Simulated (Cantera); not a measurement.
A closed system holds: 1 mol MgCO3, 0.024 mol CO2, equilibrated at 5630 Torr.

Method: chemical equilibrium by Gibbs-energy minimisation in Cantera with the NASA 1993 tables (ideal gas, pure condensed phases). Candidate condensed phases: C, Mg, MgCO3, MgO; 15 gas species. The numbers say what is thermodynamically allowed, not how fast it happens.

Q: At 1900 K, list the 3 most abundant gas species with their mole fractions, and the condensed phases.

A: CO2 0.994, CO 0.00429, O2 0.00214. Condensed: MgO(s).
